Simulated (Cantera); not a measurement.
Feed: 1 mol S, 0.042 mol H2O, 8.3 mol O2, equilibrated at 3475 K and 1000 Pa.

Method: chemical equilibrium by Gibbs-energy minimisation in Cantera with the NASA 1993 tables (ideal gas, pure condensed phases). Candidate condensed phases: H2O, H2SO4, S; 19 gas species. Rates play no part.

Base state: O 0.898, S 0.0443, O2 0.0377, SO 0.0143, H 0.00476, SO2 0.000848, OH 0.000235, S2 2.77e-5 (mole fractions); condensed: gas only.

Q: What changes in the equilibrium state with this change: temperature from 3475 K to 2075 K?

A: 
```tsv
species	before	after
O2	0.0377	0.864
SO2	0.000848	0.119
O	0.898	0.0108
S	0.0443	3.57e-7
SO	0.0143	0.000365
H2O	7.91e-8	0.00367
S2	2.77e-5	<1e-9
SO3	8.99e-9	5.06e-5
H	0.00476	0.000118
H2	7.27e-7	1.97e-5
```

Q: What changes in the equilibrium state with this change: temperature from 3475 K to 2975 K?

A: 
```tsv
species	before	after
O	0.898	0.590
O2	0.0377	0.323
SO2	0.000848	0.0368
S	0.0443	0.00764
SO	0.0143	0.0365
H2O	7.91e-8	1.40e-5
H2	7.27e-7	1.01e-5
```

Q: What changes in the equilibrium state with this change: temperature from 3475 K to 1700 K?

A: 
| species | before | after |
|---|---|---|
| O2 | 0.0377 | 0.875 |
| SO2 | 0.000848 | 0.120 |
| H2O | 7.91e-8 | 0.00485 |
| O | 0.898 | 0.000418 |
| S | 0.0443 | <1e-9 |
| SO | 0.0143 | 7.75e-6 |
| S2 | 2.77e-5 | <1e-9 |
| SO3 | 8.99e-9 | 0.000171 |
| H | 0.00476 | 1.50e-6 |
| OH | 0.000235 | 0.000362 |
